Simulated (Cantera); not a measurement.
# Nitride etching: AlN + H2O

A closed system holds: 1 mol AlN, 0.17 mol H2O, held at 17.0 Pa.

These are equilibrium values from Cantera (NASA tables, ideal gas, pure condensed phases), not measurements of a reactor. Candidate condensed phases: Al, AlN, Al2O3, H2O; 35 gas species. Mutual solubility and eutectic melting of coexisting phases are not modelled. The tables' values for AlOH are old estimates; treat these amounts as uncertain. Rates play no part.

| T (°C) | log p H2 | log p N2 | log p Al | log p Al2O | log p H | log p AlH | log p AlOH | n AlN(s) | n Al2O3(s) |
|---|---|---|---|---|---|---|---|---|---|
| 1000 | -3.89 | -4.37 | -11.99 | -14.29 | -8.09 | -13.40 | -13.43 | 0.887 | 0.0567 |
| 1050 | -3.89 | -4.37 | -11.00 | -13.02 | -7.75 | -12.52 | -12.71 | 0.887 | 0.0567 |
| 1100 | -3.89 | -4.37 | -10.08 | -11.85 | -7.42 | -11.71 | -12.04 | 0.887 | 0.0567 |
| 1150 | -3.89 | -4.37 | -9.22 | -10.76 | -7.13 | -10.95 | -11.42 | 0.887 | 0.0567 |
| 1200 | -3.89 | -4.37 | -8.43 | -9.74 | -6.85 | -10.25 | -10.84 | 0.887 | 0.0567 |
| 1250 | -3.90 | -4.37 | -7.69 | -8.79 | -6.58 | -9.59 | -10.30 | 0.887 | 0.0567 |
| 1300 | -3.90 | -4.37 | -6.99 | -7.91 | -6.34 | -8.98 | -9.80 | 0.887 | 0.0567 |
| 1350 | -3.90 | -4.37 | -6.34 | -7.08 | -6.11 | -8.40 | -9.32 | 0.886 | 0.0566 |
| 1400 | -3.91 | -4.37 | -5.73 | -6.30 | -5.90 | -7.87 | -8.89 | 0.883 | 0.0564 |
| 1450 | -3.94 | -4.36 | -5.16 | -5.58 | -5.71 | -7.38 | -8.49 | 0.871 | 0.0554 |
log p: log10 of the partial pressure in bar; n: condensed amount in mol.

From 1000 °C to 1450 °C the condensed part is AlN(s) + Al2O3(s).
